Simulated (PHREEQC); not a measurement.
Make-up at 20 °C: 0.21 mol/kgw KH2PO4 and 0.018 mol/kgw HCl. Closed to the air; pH follows from the charge balance.

The numbers come from PHREEQC with the ion-association model, phreeqc.dat.

This is a speciation only: nothing precipitates in the calculation.

Task: What pH, specific conductance, activity of water does the model give?

Result: pH 3.05; specific conductance 16300 µS/cm; activity of water 0.993.

Task: In which forms is P present?

Result: H2PO4- 92 %, H3PO4 8.1 % of the P.

Complexes and solids missing from the database can't appear.
